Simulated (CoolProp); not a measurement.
The fluid at 293.15 K and 12 MPa expands adiabatically to 0.843 MPa with isentropic efficiency 0.9. The same conditions are run with several fluids, on thermodynamics alone (safety and materials aside).

Computed with CoolProp (reference Helmholtz-energy equation of state of each fluid (oxygen: Schmidt 1985; nitrogen: Span 2000; methane: Setzmann 1991; ethylene: Smukala 2000; fluorine: de Reuck 1990)).

Question: Rank oxygen, nitrogen, methane, ethylene, fluorine by work (kJ/kg), highest first.

Answer: methane (207), nitrogen (136), oxygen (114), fluorine (101), ethylene (49.1)

| fluid | final temperature (K) | final phase | final density (kg/m³) |
|---|---|---|---|
| oxygen | 144.8 | gas | 24.1 |
| nitrogen | 146.2 | gas | 20.5 |
| methane | 151.0 | gas | 12.5 |
| ethylene | 216.3 | two-phase, vapour fraction 0.430 | 34.4 |
| fluorine | 149.6 | gas | 27.1 |
